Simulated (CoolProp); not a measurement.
Vapour-liquid equilibrium of propylene (1) + 1-butene (2) at 0.776 MPa; x and y are mole fractions of (1).

Values from CoolProp's multi-fluid Helmholtz-energy mixture model, Lemmon 2013 and Lemmon 2005; pair parameters Bell 2016.

```
x     bubble temperature, mixture model (K)  bubble temperature, Raoult's law (K)  y, mixture model  y, Raoult's law
----  -------------------------------------  ------------------------------------  ----------------  ---------------
0.05                                  330.0                                 329.3             0.121            0.151
0.15                                  322.6                                 321.2             0.324            0.380
0.25                                  316.0                                 314.3             0.484            0.544
0.35                                  310.0                                 308.3             0.611            0.665
0.45                                  304.7                                 303.1             0.711            0.756
0.55                                  299.9                                 298.5             0.790            0.826
0.65                                  295.5                                 294.4             0.854            0.880
0.75                                  291.5                                 290.8             0.906            0.924
0.85                                  287.9                                 287.5             0.949            0.959
0.95                                  284.6                                 284.4             0.984            0.988
```

The largest gap from Raoult's law is +1.7 K in bubble temperature, at x = 0.35. No azeotrope shows between x = 0.05 and 0.95.

Pair parameters are fitted to limited data, so mixtures are less certain than the pure fluids.
